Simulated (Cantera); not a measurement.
A perfectly stirred reactor is fed with 21.8 % CO, 15.3 % H₂, 13.2 % O₂, 49.7 % N₂, at 20.0 bar; it is adiabatic with a 400 K inlet, and is followed from long to short residence time, starting on the burning branch (τ in s: 0.13, 0.047, 0.017, 0.0061, 0.0022, 0.00077, 0.00028, 9.8e-05, 3.5e-05, 1.3e-05, 4.5e-06).

Model: GRI-Mech 3.0 (53 species, 325 reactions), integrated in Cantera. The hydrogen kinetics of GRI-Mech 3.0 are dated; newer H2 mechanisms differ, most at raised pressure. The pressure lies above the range GRI-Mech 3.0 was tuned for (to about 10 atm).

### Question
Predict: blow-out, bracketed by the residence times tried; x(CO) at τ = 0.130 s; x(H₂) at τ = 0.130 s; x(O₂) at τ = 0.130 s; x(H) at τ = 0.130 s; x(CO₂) at τ = 0.130 s; x(CO) at τ = 0.770 ms; x(H₂) at τ = 0.770 ms; x(O₂) at τ = 0.770 ms; x(H) at τ = 0.770 ms; x(CO₂) at τ = 0.770 ms.

### Answer
```
Item                                                                               Value
------------------------------------------------  --------------------------------------
blow-out, bracketed by the residence times tried  burning at 4.50 µs, the shortest tried
x(CO) at τ = 0.130 s                                                               0.104
x(H₂) at τ = 0.130 s                                                              0.0185
x(O₂) at τ = 0.130 s                                                             7.62e-5
x(H) at τ = 0.130 s                                                             0.000592
x(CO₂) at τ = 0.130 s                                                              0.147
x(CO) at τ = 0.770 ms                                                              0.105
x(H₂) at τ = 0.770 ms                                                             0.0187
x(O₂) at τ = 0.770 ms                                                           0.000692
x(H) at τ = 0.770 ms                                                             0.00134
x(CO₂) at τ = 0.770 ms                                                             0.145
```
